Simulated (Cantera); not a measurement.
Feed: 1 mol SiC, a varied amount of O2, 1.9 mol N2, equilibrated at 1900 °C and 3800 Pa.

Method: chemical equilibrium by Gibbs-energy minimisation in Cantera with the NASA 1993 tables (ideal gas, pure condensed phases). Candidate condensed phases: C, Si, SiC, SiO2, Si2N2O, Si3N4; 34 gas species. The tables hold silica as quartz up to 1696 K and as liquid above; real silica turns to tridymite and cristobalite and melts near 1996 K. Equilibrium is a limit: real reactors are often held back by kinetics, nucleation or transport.

Which condensed phases are stable at each of these points (n(O2) (mol)): 0.059, 0.085, 0.12, 0.18, 0.26, 0.37, 0.54, 0.79, 1.1?


```
n(O2) (mol)  condensed phases  Si condensed (%)
-----------  ----------------  ----------------
0.059                  SiC(s)              93.4
0.085                  SiC(s)              90.7
0.12                   SiC(s)              87.2
0.18                   SiC(s)              81.1
0.26                   SiC(s)              73.0
0.37                   SiC(s)              61.9
0.54                   SiC(s)              44.8
0.79                   SiC(s)              19.6
1.1                   SiO2(l)              18.0
```

From 0.059 mol O2 to 0.79 mol O2 the condensed part is SiC(s). At 1.1 mol O2 the condensed part is SiO2(l).
